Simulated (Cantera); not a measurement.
A freely propagating, adiabatic, planar premixed flame of H2 : O2 : N2 = 1 : 0.278 : 1.04 (molar parts), equivalence ratio 1.8, unburnt at 573 K and 0.132 atm; multicomponent transport, grid criteria slope 0.08 and curve 0.16, no radiation.

Model: the H2/O2 subset of GRI-Mech 3.0, which has no nitrogen chemistry, integrated in Cantera. Burning velocities carry a grid error of a few per cent, more on coarse grids.

x: mole fraction of selected species; z is measured from the peak of heat release.

| z (mm) | T (K) | u (m/s) | x H2 | x O2 | x H2O2 | x H2O | x HO2 | x OH |
|---|---|---|---|---|---|---|---|---|
| -17.9 | 573 | 6.23 | 0.431 | 0.120 | <1e-8 | <1e-8 | <1e-8 | <1e-8 |
| -12.0 | 573 | 6.23 | 0.431 | 0.120 | <1e-8 | <1e-8 | <1e-8 | <1e-8 |
| -8.97 | 573 | 6.23 | 0.431 | 0.120 | <1e-8 | <1e-8 | <1e-8 | <1e-8 |
| -5.98 | 573 | 6.23 | 0.431 | 0.120 | <1e-8 | 6.45e-8 | 8.06e-7 | <1e-8 |
| -2.99 | 585 | 6.36 | 0.430 | 0.120 | 5.66e-7 | 0.000821 | 4.78e-5 | ___ |
| -1.49 | 724 | 7.81 | 0.407 | 0.114 | 4.91e-7 | 0.0132 | 2.94e-5 | ___ |
| 0 | 1107 | 11.6 | 0.255 | 0.0630 | 2.97e-7 | 0.121 | 1.08e-5 | ___ |
| 1.49 | 1353 | 14.0 | 0.150 | 0.00787 | 2.42e-7 | 0.228 | 1.31e-6 | ___ |
| 2.99 | 1446 | 14.9 | 0.148 | 0.00323 | 2.19e-7 | 0.239 | 4.91e-7 | ___ |
| 5.98 | 1557 | 15.9 | 0.156 | 0.00261 | 1.83e-7 | 0.241 | 3.50e-7 | ___ |
| 12.0 | 1686 | 17.0 | 0.166 | 0.00213 | 1.21e-7 | 0.244 | 2.56e-7 | 0.00696 |
| 23.9 | 1823 | 18.2 | 0.176 | 0.00156 | 6.75e-8 | 0.248 | 1.77e-7 | 0.00750 |
| 47.8 | 1956 | 19.4 | 0.186 | 0.00102 | 3.51e-8 | 0.253 | 1.18e-7 | 0.00735 |

Question: What belongs in the gaps?

Answer: 
- -2.99, x OH: 3.54e-5
- -1.49, x OH: 0.000267
- 0, x OH: 0.00228
- 1.49, x OH: 0.00416
- 2.99, x OH: 0.00494
- 5.98, x OH: 0.00599
